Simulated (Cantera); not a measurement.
Charge: 1 mol Si3N4, 0.04 mol C, 0.015 mol N2, held at 2400 K and 101000 Pa.

Method: chemical equilibrium by Gibbs-energy minimisation in Cantera with the NASA 1993 tables (ideal gas, pure condensed phases). Candidate condensed phases: C, Si, SiC, Si3N4; 20 gas species. Mutual solubility and eutectic melting of coexisting phases are not modelled. The tables' values for SiN are old estimates; treat these amounts as uncertain. The numbers say what is thermodynamically allowed, not how fast it happens.

Base state: N2 0.997, Si 0.00215, SiN 0.000255, Si2N 0.000242, Si2C 0.000235, Si2 4.91e-5, SiC2 1.45e-5 (mole fractions); condensed: Si(l) + SiC(s).

What changes in the equilibrium state with this change: 0.011 mol NH3 added?


| species | before | after |
|---|---|---|
| N2 | 0.997 | 0.988 |
| H2 | 0 | 0.00691 |
| Si | 0.00215 | 0.00215 |
| H | 0 | 0.00131 |
| HCN | 0 | 0.000846 |
| HNC | 0 | 8.78e-5 |
| SiH | 0 | 5.57e-5 |
| Si2N | 0.000242 | 0.000241 |
| SiN | 0.000255 | 0.000253 |
| Si(l), mol | 2.95 | 2.96 |
| SiC(s), mol | 0.0394 | 0.0375 |
Further candidate phases: C6H6, C7H8, C8H18.

What changes in the equilibrium state with this change: pressure from 101000 Pa to 133 Pa?


```json
[
 {"species": "Si", "before": "0.00215", "after": "0.579"},
 {"species": "N2", "before": "0.997", "after": "0.406"},
 {"species": "Si2C", "before": "0.000235", "after": "0.00722"},
 {"species": "Si2", "before": "4.91e-5", "after": "0.00469"},
 {"species": "Si3", "before": "8.83e-6", "after": "0.000299"},
 {"species": "SiC2", "before": "1.45e-5", "after": "0.000405"},
 {"species": "SiN", "before": "0.000255", "after": "0.00159"},
 {"species": "CN", "before": "8.07e-6", "after": "4.57e-5"},
 {"species": "Si(l), mol", "before": "2.95", "after": "0"},
 {"species": "SiC(s), mol", "before": "0.0394", "after": "0"}
]
```
